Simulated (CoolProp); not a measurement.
Properties of R404A along the isotherm -42.75 °C.

Computed with CoolProp (reference Helmholtz-energy equation of state, Lemmon 2003). It is a pseudo-pure fit of the blend.

```tsv
p (MPa)	phase	cp (kJ/(kg K))	cv (kJ/(kg K))	Joule-Thomson coefficient (K/MPa)	viscosity (µPa s)	conductivity (mW/(m K))
2.87	liquid	1.250	0.8261	-0.2864	323	92.3
5.75	liquid	1.242	0.8267	-0.2996	335	93.5
8.62	liquid	?	0.8276	-0.3109	346	94.6
11.5	liquid	1.229	0.8287	-0.3210	?	95.6
14.4	liquid	1.224	0.8299	?	?	96.6
17.2	liquid	1.219	0.8312	-0.3377	?	97.6
20.1	liquid	1.214	0.8325	-0.3449	389	98.5
23	liquid	1.210	0.8338	-0.3514	400	99.5
25.9	liquid	1.207	0.8352	-0.3572	410	100
28.7	liquid	1.204	0.8365	-0.3624	420	101
31.6	liquid	1.201	0.8378	-0.3673	431	102
34.5	liquid	1.198	0.8391	-0.3718	441	?
37.3	liquid	1.196	0.8403	?	451	104
```

Question: Fill in the missing entries.

Answer: 
- 8.62, cp (kJ/(kg K)): 1.235
- 11.5, viscosity (µPa s): 357
- 14.4, Joule-Thomson coefficient (K/MPa): -0.3300
- 14.4, viscosity (µPa s): 368
- 17.2, viscosity (µPa s): 378
- 34.5, conductivity (mW/(m K)): 103
- 37.3, Joule-Thomson coefficient (K/MPa): -0.3757

Viscosity comes from a separate model (Geller 2000). Thermal conductivity comes from a separate model (Geller 2001).
